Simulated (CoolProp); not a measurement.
Vapour-liquid equilibrium of n-hexane (1) + hexamethyldisiloxane (MM) (2) at 1.02 MPa; x and y are mole fractions of (1).

Model: multi-fluid Helmholtz-energy mixture model, Thol 2019 and Thol 2016; pair parameters Bell 2016, in CoolProp.

```
x     bubble temperature, mixture model (°C)  bubble temperature, Raoult's law (°C)  y, mixture model  y, Raoult's law
----  --------------------------------------  -------------------------------------  ----------------  ---------------
0.05                                   204.0                                  203.3             0.069            0.093
0.2                                    198.2                                  195.7             0.263            0.331
0.35                                   192.4                                  188.9             0.442            0.518
0.5                                    186.6                                  182.8             0.606            0.669
0.65                                   180.5                                  177.2             0.752            0.791
0.8                                    174.3                                  172.2             0.876            0.892
0.95                                   168.1                                  167.6             0.973            0.975
```

The largest gap from Raoult's law is +3.8 K in bubble temperature, at x = 0.5. No azeotrope shows between x = 0.05 and 0.95.

The pair parameters rest on a limited set of measurements; away from them the model extrapolates.
